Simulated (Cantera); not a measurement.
An adiabatic, constant-pressure homogeneous reactor starts with CH4 : H2 : O2 : N2 = 1 : 0.068 : 0.814 : 3.06 (molar parts), at 1750 K and 10.0 bar.

Detailed kinetics in Cantera: GRI-Mech 3.0 (53 species, 325 reactions).

x: mole fraction; the columns are a selection and need not sum to one.

```tsv
t (s)	T (K)	x CH4	x H2	x O2	x H	x NO2	x C2H4
3.00e-6	1749	0.202	0.0139	0.164	2.41e-6	<1e-12	7.58e-6
6.68e-6	1753	0.200	0.0142	0.164	5.57e-6	<1e-12	0.000104
1.49e-5	1781	0.189	0.0172	0.158	1.72e-5	7.05e-12	0.00111
3.32e-5	2571	[?]	[?]	[?]	0.00426	2.00e-10	[?]
7.39e-5	2544	0.00157	0.224	9.73e-7	0.00440	5.55e-10	1.37e-5
0.000165	2531	0.000268	0.240	6.89e-7	0.00437	9.07e-10	7.91e-7
0.000367	2528	[?]	0.242	6.82e-7	0.00444	[?]	[?]
0.000818	2529	7.77e-9	0.242	6.90e-7	0.00447	6.24e-10	<1e-12
0.00182	2529	6.84e-9	0.242	6.94e-7	0.00447	3.19e-10	<1e-12
0.00406	2530	6.66e-9	0.242	6.96e-7	0.00448	1.99e-10	<1e-12
0.00904	2530	6.63e-9	0.242	6.96e-7	0.00448	1.75e-10	<1e-12
0.0201	2530	6.63e-9	0.242	6.96e-7	0.00448	1.74e-10	<1e-12
0.0449	2530	6.63e-9	0.242	6.96e-7	0.00448	1.74e-10	<1e-12
0.100	2530	6.63e-9	0.242	6.96e-7	0.00448	1.74e-10	<1e-12
```

### Question
Complete the blanks.

### Answer

- 3.32e-5, x CH4: 0.00416
- 3.32e-5, x H2: 0.178
- 3.32e-5, x O2: 3.92e-5
- 3.32e-5, x C2H4: 8.63e-5
- 0.000367, x CH4: 1.03e-6
- 0.000367, x NO2: 1.07e-9
- 0.000367, x C2H4: 1.45e-9
